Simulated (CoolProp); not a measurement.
Vapour-liquid equilibrium of hydrogen sulfide (1) + propane (2) at 216.5 K; x and y are mole fractions of (1).

Model: multi-fluid Helmholtz-energy mixture model, Lemmon 2006 and Lemmon 2009; pair parameters Kunz 2012, in CoolProp.

```json
[
 {"x": "0.05", "bubble pressure (MPa)": "0.07182", "y at the bubble point": "0.319", "dew pressure at overall composition x (MPa)": "0.05328", "liquid density (mol/L)": "13.83"},
 {"x": "0.15", "bubble pressure (MPa)": "0.1002", "y at the bubble point": "0.547", "dew pressure at overall composition x (MPa)": "0.05896", "liquid density (mol/L)": "14.49"},
 {"x": "0.25", "bubble pressure (MPa)": "0.1164", "y at the bubble point": "0.635", "dew pressure at overall composition x (MPa)": "0.06595", "liquid density (mol/L)": "15.31"},
 {"x": "0.35", "bubble pressure (MPa)": "0.1254", "y at the bubble point": "0.680", "dew pressure at overall composition x (MPa)": "0.07472", "liquid density (mol/L)": "16.29"},
 {"x": "0.45", "bubble pressure (MPa)": "0.1303", "y at the bubble point": "0.706", "dew pressure at overall composition x (MPa)": "0.08597", "liquid density (mol/L)": "17.46"},
 {"x": "0.55", "bubble pressure (MPa)": "0.1330", "y at the bubble point": "0.725", "dew pressure at overall composition x (MPa)": "0.1006", "liquid density (mol/L)": "18.83"},
 {"x": "0.65", "bubble pressure (MPa)": "0.1346", "y at the bubble point": "0.742", "dew pressure at overall composition x (MPa)": "0.1194", "liquid density (mol/L)": "20.42"},
 {"x": "0.75", "bubble pressure (MPa)": "0.1355", "y at the bubble point": "0.765", "dew pressure at overall composition x (MPa)": "0.1351", "liquid density (mol/L)": "22.24"},
 {"x": "0.85", "bubble pressure (MPa)": "0.1348", "y at the bubble point": "0.806", "dew pressure at overall composition x (MPa)": "0.1325", "liquid density (mol/L)": "24.28"},
 {"x": "0.95", "bubble pressure (MPa)": "0.1290", "y at the bubble point": "0.901", "dew pressure at overall composition x (MPa)": "0.1253", "liquid density (mol/L)": "26.50"}
]
```

y crosses x between x = 0.75 and 0.85: the model has an azeotrope there.

The pair parameters rest on a limited set of measurements; away from them the model extrapolates. With so large a gap from Raoult's law the liquid may split in two, which this calculation doesn't test in full.
